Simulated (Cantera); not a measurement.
Cantera run:

```python
import numpy as np
import cantera as ct

gas_names = """
    H H2 N NH NH2 NH3 N2 N2H2 N2H4 V VN
""".split()
cond_names = """
    V(cr) V(L) VN(s)
""".split()


# ... load() reads the species with a 1 bar reference pressure and builds the phases ...
atoms = {
    'V': {'V': 1},
    'NH3': {'N': 1, 'H': 3},
    'H2': {'H': 2},
}
top_T = {'VN(s)': 2300}  # K; cautious upper limits of use, not melting points


# ... equilibrate(T, P, feed) seeds the gas with the atoms and calls Mixture.equilibrate('TP', solver="vcs", rtol=1e-11, max_steps=5000) ...
results = []
feed = {'V': 1, 'NH3': 0.13, 'H2': 33}  # mol
P = 610  # Pa
for T in [1900, 1925, 1950, 1975, 2000, 2025, 2050, 2075, 2100, 2125, 2150]:
    mix = equilibrate(T, P, feed)
    results.append((T, P, feed, dict(zip(mix.species_names, mix.species_moles))))

top = {s: max(r[3][s] / sum(r[3][g] for g in gas_names) for r in results) for s in gas_names}
cols = sorted((s for s in top if top[s] > 0.001), key=lambda s: -top[s])[:8]
seen = [c for c in cond_names if any(r[3].get(c, 0) > 1e-12 for r in results)]
print("log10 of partial pressures in bar; condensed amounts in mol")
print(f"{'T/K':>10s}" + "".join(f"{s[:9]:>10s}" for s in cols + seen))
for T, P, feed, n in results:
    ng = sum(n[g] for g in gas_names)
    print(f"{T:10.4g}" + "".join(f"{np.log10(max(n[s] / ng * P / 1e5, 1e-99)):10.3f}" for s in cols)
          + "".join(f"{n.get(c, 0):10.4g}" for c in seen))
```

It prints:

```
log10 of partial pressures in bar; condensed amounts in mol
       T/K        H2         H         V        N2     V(cr)
      1900    -2.220    -4.210    -6.330    -4.926    0.9974
      1925    -2.221    -4.130    -6.150    -4.926    0.9961
      1950    -2.222    -4.052    -5.975    -4.927    0.9942
      1975    -2.223    -3.975    -5.804    -4.928    0.9914
      2000    -2.225    -3.901    -5.637    -4.928    0.9873
      2025    -2.226    -3.829    -5.475    -4.929    0.9815
      2050    -2.228    -3.758    -5.317    -4.930    0.9733
      2075    -2.231    -3.690    -5.163    -4.932    0.9619
      2100    -2.234    -3.623    -5.013    -4.933    0.9459
      2125    -2.237    -3.558    -4.866    -4.935    0.9239
      2150    -2.240    -3.495    -4.723    -4.937    0.8937
```

Method: chemical equilibrium by Gibbs-energy minimisation in Cantera with the NASA 1993 tables (ideal gas, pure condensed phases). Condensed phases not in the tables: V2N, N, O or C dissolved in the metal.
